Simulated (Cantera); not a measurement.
Cantera run:

```python
import numpy as np
import cantera as ct

gas_names = """
    CL CL2 H HCL H2 N NH NH2 NH3 N2 N2H2 N2H4 Si SiCL SiCL2 SiCL3 SiCL4 SiH SiHCL3 SiH2 SiH2CL2 SiH3
    SiH3CL SiH4 SiN Si2 Si2N Si3
""".split()
cond_names = """
    NH4CL(a) NH4CL(b) Si(cr) Si(L) Si3N4(a)
""".split()


def load(file, names, dense=False):
    # The tables refer to 1 bar. Condensed volumes are neglected.
    table = {s.name: s for s in ct.Species.list_from_file(file)}
    out = []
    for n in names:
        d = dict(table[n].input_data)
        d["thermo"] = dict(d["thermo"], **{"reference-pressure": 1e5})
        if dense:
            d["equation-of-state"] = {"model": "constant-volume", "density": "1e6 g/cm^3"}
        out.append(ct.Species.from_dict(d))
    return out


gas = ct.Solution(thermo="ideal-gas", species=load("nasa_gas.yaml", gas_names))
cond = {s.name: ct.Solution(thermo="fixed-stoichiometry", species=[s], name=s.name)
        for s in load("nasa_condensed.yaml", cond_names, dense=True)}
atoms = {
    'SiHCl3': {'Si': 1, 'H': 1, 'CL': 3},
    'Cl2': {'CL': 2},
    'N2': {'N': 2},
}
top_T = {'Si3N4(a)': 2400}  # K; cautious upper limits of use, not melting points


def equilibrate(T, P, feed):
    n = {}
    for name, mol in feed.items():
        for a, k in atoms[name].items():
            n[a] = n.get(a, 0.0) + k * mol
    gas.TPX = T, P, n
    mass = sum(n.values()) * gas.mean_molecular_weight
    gas.equilibrate("TP")
    valid = [c for c in cond.values() if c.min_temp <= T <= top_T.get(c.name, c.max_temp)]
    mix = ct.Mixture([(gas, mass / gas.mean_molecular_weight)] + [(c, 0.0) for c in valid])
    mix.T, mix.P = T, P
    mix.equilibrate("TP", solver="vcs", rtol=1e-11, max_steps=5000)
    return mix


results = []
feed = {'SiHCl3': 1, 'Cl2': 0.0066, 'N2': 60}  # mol
T = 1573  # K
P = 1000  # Pa
mix = equilibrate(T, P, feed)
results.append((T, P, feed, dict(zip(mix.species_names, mix.species_moles))))
x = sorted(zip(gas.X, gas.species_names), reverse=True)
print(f"T = {T:g} K  P = {P:g} Pa  gas = {mix.phase_moles(0):.4g} mol")
print("   x: " + "  ".join(f"{s} {v:.3e}" for v, s in x if v > 0.0001))
print("   condensed (mol): " + ("  ".join(f"{mix.phase(i).name} {mix.phase_moles(i):.4g}"
      for i in range(1, mix.n_phases) if mix.phase_moles(i) > 1e-12) or "none"))
```

Output:

```
T = 1573 K  P = 1000 Pa  gas = 61.96 mol
   x: N2 9.684e-01  SiCL2 1.469e-02  HCL 1.450e-02  SiCL3 1.188e-03  H2 8.154e-04  SiCL4 2.527e-04  CL 1.640e-04
   condensed (mol): none
```

Method: chemical equilibrium by Gibbs-energy minimisation in Cantera with the NASA 1993 tables (ideal gas, pure condensed phases). The tables' values for SiCl3 are old estimates; treat these amounts as uncertain.
